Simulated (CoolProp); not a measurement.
Vapour-liquid equilibrium of hydrogen sulfide (1) + n-hexane (2) at 290.9 K; x and y are mole fractions of (1).

Values from CoolProp's multi-fluid Helmholtz-energy mixture model, Lemmon 2006 and Thol 2019; pair parameters Kunz 2012.

```json
[
 {"x": "0.05", "bubble pressure, mixture model (bar)": "1.438", "bubble pressure, Raoult's law (bar)": "0.9793", "y, mixture model": "0.899", "y, Raoult's law": "0.859"},
 {"x": "0.2", "bubble pressure, mixture model (bar)": "…", "bubble pressure, Raoult's law (bar)": "3.480", "y, mixture model": "0.972", "y, Raoult's law": "0.966"},
 {"x": "0.35", "bubble pressure, mixture model (bar)": "7.951", "bubble pressure, Raoult's law (bar)": "5.980", "y, mixture model": "…", "y, Raoult's law": "0.984"},
 {"x": "0.5", "bubble pressure, mixture model (bar)": "9.914", "bubble pressure, Raoult's law (bar)": "8.480", "y, mixture model": "…", "y, Raoult's law": "0.991"},
 {"x": "0.65", "bubble pressure, mixture model (bar)": "11.67", "bubble pressure, Raoult's law (bar)": "10.98", "y, mixture model": "0.990", "y, Raoult's law": "0.995"},
 {"x": "0.8", "bubble pressure, mixture model (bar)": "13.59", "bubble pressure, Raoult's law (bar)": "13.48", "y, mixture model": "0.994", "y, Raoult's law": "0.998"},
 {"x": "0.95", "bubble pressure, mixture model (bar)": "…", "bubble pressure, Raoult's law (bar)": "15.98", "y, mixture model": "0.998", "y, Raoult's law": "1.000"}
]
```

Task: Some entries are withheld; supply them.

Result: 
- 0.2, bubble pressure, mixture model (bar): 5.207
- 0.35, y, mixture model: 0.983
- 0.5, y, mixture model: 0.987
- 0.95, bubble pressure, mixture model (bar): 15.89

The largest gap from Raoult's law is +49.6 % in bubble pressure, at x = 0.2. No azeotrope shows between x = 0.05 and 0.95.

Pair parameters are fitted to limited data, so mixtures are less certain than the pure fluids. The gap from Raoult's law changes sign with composition, which may be real or a fault of the pair parameters; it wasn't checked against measurements.
